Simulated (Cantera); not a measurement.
Input: 1 mol V₂O₃, 590 mol H₂, held at 0.000870 bar.

Cantera equilibrium calculation (NASA polynomials, part measured and part estimated; ideal gas, pure solids and liquids). Candidate condensed phases: H₂O, V, VO, V₂O₃, V₂O₄, V₂O₅; 12 gas species. Mutual solubility and eutectic melting of coexisting phases are not modelled. VO: taken at fixed stoichiometry. Condensed phases not in the tables: the oxides between V₂O₃ and V₂O₅ other than VO₂. Equilibrium is a limit: real reactors are often held back by kinetics, nucleation or transport.

x: gas mole fraction; n: condensed amount in mol.

| T (K) | x H₂ | x H | x H₂O | x VO | x VO₂ | x V | x OH | n VO(s) | n V₂O₃(s) |
|---|---|---|---|---|---|---|---|---|---|
| 1173 | 1.000 | 4.00e-6 | ___ | <1e-12 | 3.04e-12 | <1e-12 | 9.75e-12 | 0.418 | 0.791 |
| 1223 | 0.999 | 1.02e-5 | ___ | 3.61e-12 | 2.86e-11 | <1e-12 | 5.04e-11 | 0.648 | 0.676 |
| 1273 | 0.999 | 2.42e-5 | ___ | 2.90e-11 | 2.25e-10 | <1e-12 | 2.29e-10 | 0.970 | 0.515 |
| 1323 | 0.999 | 5.37e-5 | ___ | 1.98e-10 | 1.51e-9 | <1e-12 | 9.28e-10 | 1.41 | 0.296 |
| 1373 | 0.998 | 0.000113 | 0.00168 | 1.17e-9 | 8.77e-9 | 5.05e-12 | 3.40e-9 | 1.99 | 0.00679 |
| 1423 | 0.998 | 0.000225 | 0.00169 | 6.05e-9 | 3.28e-8 | 4.07e-11 | 8.29e-9 | 2.00 | 0 |
| 1473 | 0.998 | 0.000428 | 0.00169 | 2.80e-8 | 1.11e-7 | 2.85e-10 | 1.89e-8 | 2.00 | 0 |
| 1523 | 0.998 | 0.000783 | 0.00169 | 1.16e-7 | 3.45e-7 | 1.75e-9 | 4.10e-8 | 2.00 | 0 |
| 1573 | 0.997 | 0.00138 | 0.00169 | 4.40e-7 | 9.95e-7 | 9.53e-9 | 8.44e-8 | 2.00 | 0 |
| 1623 | 0.996 | 0.00234 | 0.00169 | 1.53e-6 | 2.68e-6 | 4.67e-8 | 1.66e-7 | 2.00 | 0 |
| 1673 | 0.994 | 0.00385 | 0.00168 | 4.91e-6 | 6.77e-6 | 2.07e-7 | 3.14e-7 | 1.99 | 0 |
| 1723 | 0.992 | 0.00616 | 0.00167 | 1.47e-5 | 1.61e-5 | 8.44e-7 | 5.69e-7 | 1.98 | 0 |
| 1773 | 0.989 | 0.00959 | 0.00165 | 4.11e-5 | 3.63e-5 | 3.18e-6 | 9.94e-7 | 1.95 | 0 |
| 1823 | 0.984 | 0.0146 | 0.00161 | 0.000109 | 7.71e-5 | 1.12e-5 | 1.66e-6 | 1.88 | 0 |

### Question
What belongs in the gaps?

### Answer

- 1173, x H₂O: 0.000354
- 1223, x H₂O: 0.000549
- 1273, x H₂O: 0.000822
- 1323, x H₂O: 0.00119
